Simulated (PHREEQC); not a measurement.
A made-up water analysis in mg/kgw, 85 °C, pH 7.26, pe 1:

```tsv
constituent	mg/kgw
Na	2220
K	45.7
Ca	296
Mg	173
Cl	3690
S(6) as SO4	896
Alkalinity as HCO3	17.6
Fe(2)	44.1
Li	1.12
N(-3) as NH4	10.8
Mn(2)	26.9
```

Valence states are taken as typed.

The numbers come from PHREEQC with the ion-association model, phreeqc.dat.

Precipitation was switched off in this run.

What ionic strength, density, charge-balance error does the model give?

ionic strength 0.137 mol/kgw; density 0.974 g/cm³; charge-balance error 3.0 %.

In which forms is C present?

HCO3- 78 %, CO2 7.1 %, CaHCO3+ 3.1 %, MgHCO3+ 2.7 %, NaCO3- 1.8 %, NaHCO3 1.7 % of the C.

Examples of supersaturated solids here: Siderite, Rhodochrosite. Others may be too. At this temperature some constants are extrapolated from 25 °C, and those without enthalpy data are left unchanged.
